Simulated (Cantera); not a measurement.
Charge: 1 mol MgO, 43 mol HBr, 23 mol H2, equilibrated at 1300 °C and 0.00133 bar.

Method: chemical equilibrium by Gibbs-energy minimisation in Cantera with the NASA 1993 tables (ideal gas, pure condensed phases). Candidate condensed phases: Br2, H2O, Mg, MgBr2, MgO, Mg(OH)2; 20 gas species. The numbers say what is thermodynamically allowed, not how fast it happens.

Base state: HBr 0.524, H2 0.372, Br 0.0739, H2O 0.0146, MgBr2 0.0145, H 0.000679, MgBr 4.47e-5, Br2 3.88e-5 (mole fractions); condensed: gas only.

Task: What changes in the equilibrium state with this change: temperature from 1300 °C to 427 °C?

Result: 
| species | before | after |
|---|---|---|
| HBr | 0.524 | 0.646 |
| H2 | 0.372 | 0.350 |
| H2O | 0.0146 | 0.00382 |
| Br | 0.0739 | 4.73e-8 |
| MgBr2 | 0.0145 | 5.18e-5 |
| H | 0.000679 | <1e-9 |
| MgBr | 4.47e-5 | <1e-9 |
| Br2 | 3.88e-5 | 2.13e-9 |
| MgBr2(s), mol | 0 | 0.248 |
| MgO(s), mol | 0 | 0.749 |
